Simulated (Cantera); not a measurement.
Input (Python, Cantera):

```python
import numpy as np
import cantera as ct

gas = ct.Solution("gri30.yaml")
gas.TPX = 1350, 930000, {'CH4': 0.0095, 'O2': 0.0049, 'N2': 0.15}
inlet = ct.Reservoir(gas, clone=True)

reactor = ct.IdealGasConstPressureReactor(gas, energy="off", clone=False)
exhaust = ct.Reservoir(gas, clone=True)
tau = [0.97, 0.32, 0.1, 0.034, 0.011, 0.0036, 0.0012, 0.00038, 0.00012][0]
for a, b in ((inlet, reactor), (reactor, exhaust)):
    ct.MassFlowController(a, b, mdot=lambda t: reactor.mass / tau)
net = ct.ReactorNet([reactor])
show = ['CH4', 'O2', 'N2O', 'CH2', 'C2H6', 'O']

rows = []
print(f"{'tau/s':>10s}{'T/K':>9s}" + "".join(f"{s:>11s}" for s in show))
for tau in [0.97, 0.32, 0.1, 0.034, 0.011, 0.0036, 0.0012, 0.00038, 0.00012]:
    net.initial_time = 0.0
    net.advance(30 * tau)
    before = gas.X
    net.advance(40 * tau)
    drift = np.max(np.abs(gas.X - before) / (gas.X + 1e-9))
    rows.append([gas.T, *gas[show].X, drift])
    print(f"{tau:10.3e}{gas.T:9.1f}" + "".join(f"{x:11.3e}" for x in gas[show].X))
```

Result:

```
     tau/s      T/K        CH4         O2        N2O        CH2       C2H6          O
 9.700e-01   1350.0  3.053e-02  1.240e-03  5.833e-09  7.431e-10  1.119e-04  1.342e-09
 3.200e-01   1350.0  3.184e-02  2.624e-03  1.381e-08  1.236e-09  2.048e-04  3.735e-09
 1.000e-01   1350.0  3.373e-02  5.476e-03  2.899e-08  1.720e-09  3.673e-04  9.853e-09
 3.400e-02   1350.0  3.746e-02  1.083e-02  4.368e-08  1.751e-09  5.962e-04  1.934e-08
 1.100e-02   1350.0  4.965e-02  2.395e-02  2.754e-08  4.771e-10  7.555e-04  1.319e-08
 3.600e-03   1350.0  5.704e-02  2.940e-02  3.299e-09  1.829e-11  1.722e-04  2.233e-09
 1.200e-03   1350.0  5.765e-02  2.974e-02  5.650e-10  6.117e-12  3.373e-05  1.148e-09
 3.800e-04   1350.0  5.776e-02  2.979e-02  1.244e-10  3.097e-12  6.243e-06  7.807e-10
 1.200e-04   1350.0  5.778e-02  2.980e-02  3.194e-11  1.003e-12  6.376e-07  4.426e-10
```

Detailed kinetics in Cantera: GRI-Mech 3.0 (53 species, 325 reactions). The temperature is held fixed by assumption; the heat of reaction is taken as removed at once.
